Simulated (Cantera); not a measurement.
A perfectly stirred reactor is fed with 1.16 % CH₄, 98.8 % N₂, at 0.000120 bar; it is held at 1975 K, and followed from long to short residence time.

Cantera simulation using GRI-Mech 3.0 (53 species, 325 reactions); the numbers are that mechanism's predictions, not measurements. GRI-Mech 3.0 stops at C3 and has no aromatics, soot or wall deposition, so with more carbon than oxygen in the feed, carbon stays in small species such as C2H2 where larger ones or solid carbon would form. Radical loss at walls, strong at low pressure, is not modelled.

x: mole fraction; the columns are a selection and need not sum to one.

```
τ (s)     x CH₄     x C₂H     x CH₂      x H    x C₂H₄      x C₂H₂
-------  ------  --------  --------  -------  --------  ----------
0.78     0.0104   5.34e-8   1.95e-6  1.85e-5   8.35e-5  (withheld)
0.33     0.0112   5.33e-9   6.23e-7  8.73e-6   1.40e-5  (withheld)
0.14     0.0115  1.65e-10   1.66e-7  6.58e-6   1.47e-6  (withheld)
0.058    0.0116  2.16e-12   3.58e-8  5.61e-6   1.11e-7  (withheld)
0.024    0.0116    <1e-12   5.77e-9  4.43e-6   6.75e-9    4.26e-10
0.010    0.0116    <1e-12  6.82e-10  2.97e-6  3.63e-10    9.50e-12
0.0043   0.0116    <1e-12  6.89e-11  1.70e-6  2.13e-11      <1e-12
0.0018   0.0116    <1e-12  5.85e-12  8.33e-7  1.30e-12      <1e-12
0.00076  0.0116    <1e-12    <1e-12  3.79e-7    <1e-12      <1e-12
0.00032  0.0116    <1e-12    <1e-12  1.65e-7    <1e-12      <1e-12
```

Question: Fill in the missing entries.

Answer: 
- 0.78, x C₂H₂: 0.000183
- 0.33, x C₂H₂: 1.25e-5
- 0.14, x C₂H₂: 5.47e-7
- 0.058, x C₂H₂: 1.70e-8
